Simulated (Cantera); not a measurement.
Feed: 1 mol Si3N4, 0.47 mol CO2, 120 mol N2, held at 1750 K and 5.60 bar.

These are equilibrium values from Cantera (NASA tables, ideal gas, pure condensed phases), not measurements of a reactor. Mutual solubility and eutectic melting of coexisting phases are not modelled. Rates play no part.

```
species            before  after
----------------  -------  -----
N2                  0.999   1.00
CO                0.00118  <1e-9
C(graphite), mol    0.328  0.470
Si2N2O(s), mol      0.798  0.940
Si3N4(s), mol       0.468  0.373
```
Gas species are given as mole fractions.

### Question
Name the change that produced these shifts.
A. temperature from 1750 K to 948.15 K
B. pressure from 5.60 bar to 2.40 bar
C. pressure from 5.60 bar to 1 atm
D. pressure from 5.60 bar to 0.133 bar

### Answer
A, temperature from 1750 K to 948.15 K
